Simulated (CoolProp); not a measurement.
The numbers come from the reference Helmholtz-energy equation of state, Lemmon 2006 in CoolProp. It is a short technical equation, of lower accuracy than the large ones.

Problem. For nitrous oxide, give the phase and the cv (kJ/(kg K)), speed of sound (m/s) at 192.35 °C and 0.689 bar; 98.35 °C and 0.189 bar.

Solution. 
- 192.35 °C and 0.689 bar: gas; cv 0.830, speed of sound 328
- 98.35 °C and 0.189 bar: gas; cv 0.757, speed of sound 296
